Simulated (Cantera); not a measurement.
Source: NASA polynomial tables (part measured, part estimated), evaluated in Cantera. Values are per mole of reaction as written; species without (g) are pure solids or liquids, kept so even where they would boil at 1 bar.

Question: Between 300 and 1498 K, where is each reaction favourable under standard conditions?
- V₂O₅ → V₂O₃ + O₂(g)

Answer: 
- V₂O₅ → V₂O₃ + O₂(g): ΔG° is 280 kJ at 300 K and 119 kJ at 1498 K; it stays positive (K < 1). ΔH° is 256 kJ and ΔS° 92 J/K at 1498 K.
